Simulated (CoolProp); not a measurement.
Model: reference Helmholtz-energy equation of state, Gedanitz 2015, in CoolProp.

**Question.** Give the vapour pressure (kPa), vapour density (kg/m³), enthalpy of vaporisation (kJ/kg), liquid cp (kJ/(kg K)) of saturated cyclopentane at 420.7 K.

**Answer.** 
| T (K) | p (kPa) | vapour density (kg/m³) | enthalpy of vaporisation (kJ/kg) | liquid cp (kJ/(kg K)) |
|---|---|---|---|---|
| 420.7 | 1120 | 27.8 | 297 | 2.54 |
